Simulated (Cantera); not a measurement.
Input: 1 mol Fe(CO)₅, 16 mol N₂, equilibrated at 777 °C and 86.0 mbar.

Equilibrium computed with Cantera from the NASA thermochemical tables; the gas is ideal and each condensed phase is pure. Candidate condensed phases: C, Fe, Fe(CO)₅, FeO, Fe₂O₃, Fe₃O₄; 27 gas species. Condensed phases not in the tables: cementite and carbon dissolved in iron. Equilibrium is a limit: real reactors are often held back by kinetics, nucleation or transport.

Base state: N₂ 0.763, CO 0.236, CO₂ 0.00103 (mole fractions); condensed: C(graphite) + Fe(α).

**Question.** What changes in the equilibrium state with this change: N₂ from 16 to 0.84 mol?

**Answer.** 
| species | before | after |
|---|---|---|
| CO | 0.236 | 0.841 |
| N₂ | 0.763 | 0.146 |
| CO₂ | 0.00103 | 0.0130 |
| C(graphite), mol | 0.0215 | 0.0750 |
| Fe(α), mol | 1.00 | 1.00 |

**Question.** What changes in the equilibrium state with this change: N₂ from 16 to 0.16 mol?

**Answer.** 
```csv
species,before,after
CO,0.236,0.952
N₂,0.763,0.0315
CO₂,0.00103,0.0167
"C(graphite), mol",0.0215,0.0845
"Fe(α), mol",1.00,1.00
```

**Question.** What changes in the equilibrium state with this change: pressure from 86.0 mbar to 28.0 Pa?

**Answer.** 
| species | before | after |
|---|---|---|
| N₂ | 0.763 | 0.762 |
| CO | 0.236 | 0.238 |
| CO₂ | 0.00103 | 3.39e-6 |
| C(graphite), mol | 0.0215 | 0 |
| Fe(α), mol | 1.00 | 1.00 |
